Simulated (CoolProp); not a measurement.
A Linde-Hampson liquefier for normal hydrogen: isothermal reversible compression at 230 K from 1 atm to 25 MPa, throttling to 1 atm, return gas leaving the recuperator 2 K below the feed. Each further row changes one setting.

Model: reference Helmholtz-energy equation of state, Leachman 2009, in CoolProp.

```csv
case,compression work (kJ/kg of gas)
as stated,5390
high pressure 50 MPa,6240
warm-end temperature 260 K,6080
warm-end gap 7 K,5390
```
